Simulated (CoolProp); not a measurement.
A closed Brayton cycle with dry air: compressor inlet 331.15 K and 6.6 MPa, high pressure 13.8 MPa, turbine inlet 820 K, compressor efficiency 0.85, turbine efficiency 0.9, recuperator effectiveness 0.9 (on enthalpy, no pinch check). Each further row changes one setting.

The numbers come from the reference Helmholtz-energy equation of state, Lemmon 2000 in CoolProp. It is a pseudo-pure fit of the blend.

| case | thermal efficiency (%) | net work (kJ/kg) | compressor to turbine work | compressor exit (K) | turbine exit (K) |
|---|---|---|---|---|---|
| as stated | 29.4 | 53.0 | 0.64 | 423.4 | 689.0 |
| turbine inlet 770 K | 26.4 | 44.0 | 0.68 | 423.4 | 645.7 |
| compressor inlet 341.15 K | 28.0 | 49.9 | 0.66 | 436.0 | 689.0 |
| high pressure 11.7 MPa | 29.4 | 45.4 | 0.61 | 401.1 | 716.5 |
| recuperator effectiveness 0.5 | 18.1 | 53.0 | 0.64 | 423.4 | 689.0 |
